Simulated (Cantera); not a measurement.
## Adiabatic ignition

An adiabatic, constant-pressure homogeneous reactor starts with CH₄ : C₂H₆ : C₃H₈ : O₂ : N₂ = 1 : 0.033 : 0.34 : 3.82 : 29.4 (molar parts), at 1075 K and 22.0 bar.

Detailed kinetics in Cantera: GRI-Mech 3.0 (53 species, 325 reactions). GRI-Mech 3.0 was tuned for natural gas; its chemistry of propane as a main component is partial and can be far from experiment. The pressure lies above the range GRI-Mech 3.0 was tuned for (to about 10 atm).

```tsv
t (s)	T (K)	x CH₄	x C₂H₆	x C₃H₈	x H₂	x NO₂	x H₂O
2.00e-6	1075	0.0289	0.000954	0.00983	1.13e-11	<1e-12	2.35e-11
5.37e-6	1075	0.0289	0.000954	0.00983	3.61e-11	<1e-12	1.59e-10
1.44e-5	1075	0.0289	0.000954	0.00983	1.23e-10	<1e-12	1.17e-9
3.86e-5	1075	0.0289	0.000954	0.00983	5.61e-10	<1e-12	9.48e-9
0.000104	1075	0.0289	0.000954	0.00983	4.39e-9	<1e-12	9.00e-8
0.000278	1075	0.0289	0.000954	0.00983	5.80e-8	<1e-12	1.01e-6
0.000746	1075	0.0289	0.000954	0.00981	6.98e-7	<1e-12	9.83e-6
0.00200	1075	0.0289	0.000957	0.00976	4.40e-6	<1e-12	5.63e-5
0.00537	1077	0.0289	0.000976	0.00948	3.16e-5	<1e-12	0.000348
0.0144	2219	<1e-12	<1e-12	<1e-12	0.000725	6.62e-8	0.0977
0.0386	2217	<1e-12	<1e-12	<1e-12	0.000758	2.57e-7	0.0977
0.104	2216	<1e-12	<1e-12	<1e-12	0.000789	3.98e-7	0.0977
0.278	2216	<1e-12	<1e-12	<1e-12	0.000793	4.15e-7	0.0977
0.746	2216	<1e-12	<1e-12	<1e-12	0.000793	4.15e-7	0.0977
2.00	2216	<1e-12	<1e-12	<1e-12	0.000793	4.15e-7	0.0977
```
x: mole fraction; the columns are a selection and need not sum to one.

```json
{
 "time_of_steepest_temperature_rise": "9.62 ms",
 "temperature at 2.00 s": "2216 K",
 "equilibrium_temperature": "2216 K",
 "x(CH₄) at 2.00 s": "<1e-12 (gas-phase equilibrium <1e-12)",
 "x(C₂H₆) at 2.00 s": "<1e-12 (gas-phase equilibrium <1e-12)",
 "x(C₃H₈) at 2.00 s": "<1e-12 (gas-phase equilibrium <1e-12)"
}
```
